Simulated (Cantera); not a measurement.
A diamond (100) surface in a fixed gas of H2 with x(CH4) = 0.016, x(CH3) = 1.3e-05, at 1125 K, 0.230 bar; coverages are run to steady state.

Model: the Harris–Goodwin 1993 mechanism for the reconstructed diamond (100) surface, integrated in Cantera.

θ: site fractions in the mechanism's names (c6HH fully hydrogenated, c6H* and c6*H radical sites, c6** diradical, c6HM methylated).

```json
[
 {"x(H)": "0.0001", "growth (µm/h)": "(withheld)", "θ c6HH": "0.600", "θ c6H*": "0.0244", "θ c6*H": "0.365", "θ c6**": "0.00564", "θ c6HM": "0.00337"},
 {"x(H)": "0.00023", "growth (µm/h)": "(withheld)", "θ c6HH": "0.545", "θ c6H*": "0.0275", "θ c6*H": "0.412", "θ c6**": "0.0103", "θ c6HM": "0.00360"},
 {"x(H)": "0.00055", "growth (µm/h)": "(withheld)", "θ c6HH": "0.514", "θ c6H*": "0.0292", "θ c6*H": "0.436", "θ c6**": "0.0150", "θ c6HM": "0.00308"},
 {"x(H)": "0.0013", "growth (µm/h)": "(withheld)", "θ c6HH": "0.501", "θ c6H*": "0.0300", "θ c6*H": "0.448", "θ c6**": "0.0182", "θ c6HM": "0.00207"},
 {"x(H)": "0.003", "growth (µm/h)": "(withheld)", "θ c6HH": "0.495", "θ c6H*": "0.0304", "θ c6*H": "0.453", "θ c6**": "0.0200", "θ c6HM": "0.00116"},
 {"x(H)": "0.007", "growth (µm/h)": "2.36", "θ c6HH": "0.493", "θ c6H*": "0.0307", "θ c6*H": "0.455", "θ c6**": "0.0209", "θ c6HM": "0.000566"},
 {"x(H)": "0.016", "growth (µm/h)": "2.50", "θ c6HH": "0.492", "θ c6H*": "0.0313", "θ c6*H": "0.455", "θ c6**": "0.0213", "θ c6HM": "0.000263"},
 {"x(H)": "0.038", "growth (µm/h)": "2.58", "θ c6HH": "0.491", "θ c6H*": "0.0324", "θ c6*H": "0.455", "θ c6**": "0.0218", "θ c6HM": "0.000115"},
 {"x(H)": "0.09", "growth (µm/h)": "2.66", "θ c6HH": "0.491", "θ c6H*": "0.0349", "θ c6*H": "0.452", "θ c6**": "0.0224", "θ c6HM": "4.97e-5"}
]
```

Question: Fill in the missing entries.

Answer: 
- 0.0001, growth (µm/h): 0.221
- 0.00023, growth (µm/h): 0.525
- 0.00055, growth (µm/h): 1.04
- 0.0013, growth (µm/h): 1.62
- 0.003, growth (µm/h): 2.08
